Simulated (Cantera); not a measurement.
Input: 1 mol TiO₂, 0.068 mol H₂O, 0.39 mol O₂, 0.095 mol Cl₂, held at 25.5 Torr.

Method: chemical equilibrium by Gibbs-energy minimisation in Cantera with the NASA 1993 tables (ideal gas, pure condensed phases). Candidate condensed phases: H₂O, Ti, TiCl₂, TiCl₃, TiCl₄, TiO, TiO₂, Ti₂O₃, Ti₃O₅, Ti₄O₇; 23 gas species. Condensed phases not in the tables: TiOCl. Kinetics and transport are ignored. All values below are at 850 K.

Base state: O₂ 0.716, HCl 0.148, Cl₂ 0.0913, H₂O 0.0443, Cl 4.58e-5 (mole fractions); condensed: TiO₂(rutile).

**Question.** What changes in the equilibrium state with this change: pressure from 25.5 Torr to 465 Torr?

**Answer.** 
```json
[
 {"species": "O₂", "before": "0.716", "after": "0.713"},
 {"species": "Cl₂", "before": "0.0913", "after": "0.117"},
 {"species": "HCl", "before": "0.148", "after": "0.101"},
 {"species": "H₂O", "before": "0.0443", "after": "0.0692"},
 {"species": "Cl", "before": "4.58e-5", "after": "1.21e-5"},
 {"species": "TiO₂(rutile), mol", "before": "1.00", "after": "1.00"}
]
```
Gases not in the tables: TiO(OH)₂.
